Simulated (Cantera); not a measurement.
An isothermal, constant-pressure homogeneous reactor starts with 23.8 % CH4, 76.2 % H2, at 1823 K and 13300 Pa.

Detailed kinetics in Cantera: GRI-Mech 3.0 (53 species, 325 reactions). GRI-Mech 3.0 stops at C3 and has no aromatics, soot or wall deposition, so with more carbon than oxygen in the feed, carbon stays in small species such as C2H2 where larger ones or solid carbon would form.

x: mole fraction; the columns are a selection and need not sum to one.

| t (s) | x CH4 | x H2 | x CH2 | x C2H4 | x C2H6 |
|---|---|---|---|---|---|
| 2.00e-6 | 0.238 | 0.762 | 1.16e-11 | 1.04e-11 | 2.49e-11 |
| 7.46e-6 | 0.238 | 0.762 | 3.24e-10 | 1.64e-9 | 1.83e-9 |
| 2.78e-5 | 0.238 | 0.762 | 6.59e-9 | 1.42e-7 | 1.03e-7 |
| 0.000104 | 0.237 | 0.762 | 9.63e-8 | 8.37e-6 | 4.05e-6 |
| 0.000386 | 0.234 | 0.762 | 9.84e-7 | 0.000379 | 7.24e-5 |
| 0.00144 | 0.212 | 0.774 | 2.73e-6 | 0.00346 | 0.000197 |
| 0.00537 | 0.147 | 0.813 | 2.23e-6 | 0.00212 | 0.000103 |
| 0.0200 | 0.0663 | 0.863 | 1.38e-6 | 0.000601 | 2.37e-5 |
| 0.0746 | [?] | 0.891 | [?] | [?] | [?] |
| 0.278 | 0.00518 | 0.900 | 1.80e-7 | 0.000226 | 1.89e-7 |
| 1.04 | 0.00197 | 0.902 | 7.16e-8 | 0.000227 | 3.76e-8 |
| 3.86 | 0.00172 | 0.902 | 6.27e-8 | 0.000227 | 3.14e-8 |
| 14.4 | 0.00172 | 0.902 | 6.27e-8 | 0.000227 | 3.14e-8 |
| 53.7 | 0.00172 | 0.902 | 6.27e-8 | 0.000227 | 3.14e-8 |
| 200 | 0.00172 | 0.902 | 6.27e-8 | 0.000227 | 3.14e-8 |

Question: Some entries are withheld; supply them.

Answer: 
- 0.0746, x CH4: 0.0197
- 0.0746, x CH2: 5.80e-7
- 0.0746, x C2H4: 0.000251
- 0.0746, x C2H6: 2.41e-6
